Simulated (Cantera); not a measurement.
A Cantera script and its output.

```python
import numpy as np
import cantera as ct

gas = ct.Solution("gri30.yaml")
gas.TPX = 1450, 380000, {'CH4': 1, 'O2': 0.833, 'N2': 3.13, 'CO2': 0.92}
reactor = ct.IdealGasReactor(gas, energy="on", clone=False)
net = ct.ReactorNet([reactor])
net.rtol, net.atol = 1e-08, 1e-16
show = ['CH4', 'O2', 'CO2', 'HCN', 'N2O']
times = np.geomspace(8e-06, 8, 15)

steps = ct.SolutionArray(gas, extra=["t"])
rows = []
print(f"{'t/s':>10s}{'T/K':>9s}{'P/Pa':>11s}" + "".join(f"{s:>11s}" for s in show))
for t in times:
    while net.time < t:
        t_next = net.step()
        steps.append(gas.state, t=t_next)
    rows.append([np.interp(t, steps.t, y) for y in (steps.T, steps.P, *steps(*show).X.T)])
    print(f"{t:10.3e}{rows[-1][0]:9.1f}{rows[-1][1]:11.4g}" + "".join(f"{x:11.3e}" for x in rows[-1][2:]))
rate = np.gradient(steps.T, steps.t)
print("integrator steps:", len(steps.t))
if steps.T.max() > steps.T[0] + 200:
    print(f"time of steepest temperature rise: {steps.t[rate.argmax()]:.4e} s")
gas.TPX = 1450, 380000, {'CH4': 1, 'O2': 0.833, 'N2': 3.13, 'CO2': 0.92}
gas.equilibrate("UV")
print(f"equilibrium (UV): T = {gas.T:.1f} K  " + "  ".join(f"{s} {gas[s].X[0]:.3e}" for s in show))
```

Result:

```
       t/s      T/K       P/Pa        CH4         O2        CO2        HCN        N2O
 8.000e-06   1450.0    3.8e+05  1.700e-01  1.416e-01  1.564e-01  2.069e-18  4.089e-12
 2.146e-05   1450.0    3.8e+05  1.700e-01  1.416e-01  1.564e-01  1.891e-17  2.403e-11
 5.757e-05   1450.0    3.8e+05  1.699e-01  1.416e-01  1.564e-01  2.070e-16  1.085e-10
 1.545e-04   1450.7  3.802e+05  1.696e-01  1.414e-01  1.564e-01  1.789e-15  3.667e-10
 4.144e-04   1454.9  3.813e+05  1.685e-01  1.408e-01  1.564e-01  1.107e-14  1.591e-09
 1.112e-03   1511.3  3.974e+05  1.555e-01  1.323e-01  1.559e-01  7.984e-13  1.625e-08
 2.982e-03   2300.1  7.229e+05  1.278e-09  1.296e-06  5.642e-02  2.037e-06  7.250e-09
 8.000e-03   2300.4   7.23e+05  8.079e-10  1.300e-06  5.643e-02  1.057e-06  4.874e-09
 2.146e-02   2300.6  7.231e+05  8.024e-10  1.304e-06  5.644e-02  6.552e-07  3.621e-09
 5.757e-02   2300.7  7.231e+05  8.010e-10  1.305e-06  5.644e-02  5.169e-07  3.320e-09
 1.545e-01   2300.7  7.231e+05  8.009e-10  1.306e-06  5.644e-02  5.086e-07  3.304e-09
 4.144e-01   2300.7  7.231e+05  8.009e-10  1.306e-06  5.644e-02  5.086e-07  3.304e-09
 1.112e+00   2300.7  7.231e+05  8.009e-10  1.306e-06  5.644e-02  5.086e-07  3.304e-09
 2.982e+00   2300.7  7.231e+05  8.009e-10  1.306e-06  5.644e-02  5.086e-07  3.304e-09
 8.000e+00   2300.7  7.231e+05  8.009e-10  1.306e-06  5.644e-02  5.086e-07  3.304e-09
integrator steps: 2162
time of steepest temperature rise: 1.3724e-03 s
equilibrium (UV): T = 2300.7 K  CH4 8.889e-10  O2 1.306e-06  CO2 5.644e-02  HCN 5.086e-07  N2O 3.304e-09
```

Detailed kinetics in Cantera: GRI-Mech 3.0 (53 species, 325 reactions).
